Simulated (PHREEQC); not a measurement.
Dissolve 0.14 mol/kgw FeCl3, 0.00013 mol/kgw MgSO4, 0.0058 mol/kgw HCl and 0.00013 mol/kgw Na2SO4 at 25 °C. Closed to the air; pH follows from the charge balance.

All values are PHREEQC results (ion-association model, wateq4f.dat), not measurements.

Precipitation was switched off in this run.

Q: Order these Cl species by the share of Cl that they hold, largest first: Cl-, FeCl+2, FeCl2+, FeCl3.

A: Cl- (73 %), FeCl+2 (18 %), FeCl2+ (9.2 %), FeCl3 (0.18 %)

Q: Order these Fe species by the share of Fe that they hold, largest first: FeCl+2, Fe2(OH)2+4, FeOH+2, Fe+3, FeCl2+.

A: FeCl+2 (54 %), Fe+3 (22 %), FeCl2+ (14 %), Fe2(OH)2+4 (6.2 %), FeOH+2 (3.6 %)

The pH is 1.80 and the ionic strength 0.511 mol/kgw. Examples of supersaturated solids here: Hematite (slow to form), Goethite (slow to form). Others may be too.
